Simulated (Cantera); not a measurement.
A closed system holds: 1 mol CH3SiCl3, 0.48 mol HCl, 9.1 mol H2, held at 75.0 Torr.

Cantera equilibrium calculation (NASA polynomials, part measured and part estimated; ideal gas, pure solids and liquids). Candidate condensed phases: C, C6H6, C7H8, C8H18, Si, SiC; 109 gas species. The feed counts by its element totals alone. The tables' values for SiCl3 are old estimates; treat these amounts as uncertain. Equilibrium is a limit: real reactors are often held back by kinetics, nucleation or transport. All values below are at 1198 K.

Base state: H2 0.760, HCl 0.224, SiCl4 0.0127, SiHCl3 0.00116, CH4 0.000927, SiCl3 0.000610, SiCl2 0.000259, SiH2Cl2 1.39e-5 (mole fractions); condensed: C(graphite) + SiC(s).

Problem. What changes in the equilibrium state with this change: pressure from 75.0 Torr to 608 Torr?

Solution. 
```tsv
species	before	after
H2	0.760	0.795
HCl	0.224	0.165
SiCl4	0.0127	0.0275
CH4	0.000927	0.00822
SiH2Cl2	1.39e-5	6.07e-5
SiHCl3	0.00116	0.00357
C(graphite), mol	0.172	0.287
SiC(s), mol	0.817	0.614
```
